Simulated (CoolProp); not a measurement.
Model: reference Helmholtz-energy equation of state, Gao 2016, in CoolProp.

Give the vapour pressure (MPa), liquid density (kg/m³), enthalpy of vaporisation (kJ/kg) of saturated sulfur dioxide at 86.85, 98.95 °C.


```tsv
T (°C)	p (MPa)	liquid density (kg/m³)	enthalpy of vaporisation (kJ/kg)
86.85	2.10	1170	279
98.95	2.72	1120	259
```
